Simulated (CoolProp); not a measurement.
R113 at several states: Z from the reference equation and from simpler models built on Tc = 487.2 K, pc = 3392 kPa, ω = 0.253; each cubic takes its own stable root.

Model: reference Helmholtz-energy equation of state, Marx 1992, in CoolProp.

```tsv
T (K)	p (kPa)	phase	reference	van der Waals	Redlich-Kwong	Soave-Redlich-Kwong	Peng-Robinson
338.7	1410	liquid	0.06392	0.1033	0.07133	0.06873	0.06076
300.7	10600	liquid	0.5013	0.7835	0.5462	0.5339	0.4748
359.8	13400	liquid	0.5735	0.8655	0.6209	0.6060	0.5389
440.3	260	gas	0.9631	0.9702	0.9642	0.9627	0.9595
```
